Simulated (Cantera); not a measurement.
**Low-pressure radical oxidation in H2/O2**

An isothermal, constant-pressure homogeneous reactor starts with H2 : O2 : H2O = 0.39 : 1 : 0.044 (molar parts), equivalence ratio 0.20, at 975 K and 390 Pa.

Detailed kinetics in Cantera: GRI-Mech 3.0 (53 species, 325 reactions). Radical loss at walls, strong at low pressure, is not modelled. The temperature is held fixed by assumption; the heat of reaction is taken as removed at once.

| t (s) | x H2 | x O2 | x H2O2 | x H2O | x H | x O | x OH |
|---|---|---|---|---|---|---|---|
| 0.000700 | 0.272 | 0.697 | <1e-12 | 0.0307 | 2.31e-10 | 6.02e-11 | 2.48e-11 |
| 0.00305 | 0.272 | 0.697 | <1e-12 | 0.0307 | 9.96e-9 | 3.46e-9 | 1.25e-9 |
| 0.0133 | 0.233 | 0.680 | 3.79e-8 | 0.0579 | 0.0205 | 0.00639 | 0.00214 |
| 0.0577 | 0.00860 | 0.620 | 1.21e-7 | 0.301 | 0.0429 | 0.0232 | 0.00373 |
| 0.251 | 0.000455 | 0.648 | 2.03e-7 | 0.349 | 0.000393 | 0.00110 | 0.000760 |
| 1.09 | 1.35e-5 | 0.650 | 7.22e-8 | 0.350 | 2.11e-6 | 3.39e-5 | 0.000132 |
| 4.75 | 1.05e-6 | 0.650 | 2.06e-8 | 0.350 | 5.64e-8 | 3.04e-6 | 3.97e-5 |
| 20.7 | 1.47e-7 | 0.650 | 6.34e-9 | 0.350 | 3.34e-9 | 4.63e-7 | 1.55e-5 |
| 90.0 | 2.67e-8 | 0.650 | 1.87e-9 | 0.350 | 2.72e-10 | 8.72e-8 | 6.70e-6 |
x: mole fraction; the columns are a selection and need not sum to one.

Equilibrium at this temperature and pressure: H2 2.85e-10, O2 0.650, H2O2 3.58e-11, H2O 0.350, H <1e-12, O 9.37e-10, OH 6.94e-7 (gas phase only).
